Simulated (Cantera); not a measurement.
A closed system holds: 1 mol FeS₂, 0.2 mol SO₃, 0.15 mol H₂O, equilibrated at 1200 °C and 0.0100 bar.

Cantera equilibrium calculation (NASA polynomials, part measured and part estimated; ideal gas, pure solids and liquids). Candidate condensed phases: Fe, FeO, Fe(OH)₂, Fe(OH)₃, FeS, FeSO₄, FeS₂, Fe₂O₃, Fe₂(SO₄)₃, Fe₃O₄, H₂O, H₂SO₄, S; 22 gas species. FeS: taken at fixed stoichiometry. Rates play no part.

Base state: S₂ 0.477, SO₂ 0.340, H₂O 0.133, H₂ 0.0250, SO 0.0110, H₂S 0.00717, S₂O 0.00532, SH 0.00159 (mole fractions); condensed: FeS(l).

**Question.** What changes in the equilibrium state with this change: SO₃ from 0.2 to 1.2 mol?

**Answer.** 
```tsv
species	before	after
SO₂	0.340	0.551
S₂	0.477	0.367
H₂O	0.133	0.0531
H₂	0.0250	0.00736
SO	0.0110	0.0132
H₂S	0.00717	0.00185
SH	0.00159	0.000755
H	2.00e-5	1.09e-5
FeS(l), mol	1.000	0.0597
FeO(s), mol	0	0.940
```
Metal and sulfide melt together well below either melting point, which pure phases cannot show. Mutual solubility and eutectic melting of coexisting phases are not modelled. The tables' stoichiometric FeO is somewhat more stable than real wüstite, so its field is too wide. FeO, FeS: taken at fixed stoichiometry.
